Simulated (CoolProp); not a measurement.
Values from CoolProp's reference Helmholtz-energy equation of state, Thol 2021.

### Question
For chlorine, give the phase and the density (kg/m³), cp (kJ/(kg K)), isothermal compressibility (1/MPa), expansivity (1/kK) at 192 K and 3.31 MPa; 205.3 K and 3.31 MPa; 245.4 K and 3.31 MPa.

### Answer
- 192 K and 3.31 MPa: liquid; density 1700, cp 0.939, isothermal compressibility 0.000668, expansivity 1.56
- 205.3 K and 3.31 MPa: liquid; density 1660, cp 0.936, isothermal compressibility 0.000753, expansivity 1.60
- 245.4 K and 3.31 MPa: liquid; density 1550, cp 0.939, isothermal compressibility 0.00111, expansivity 1.76
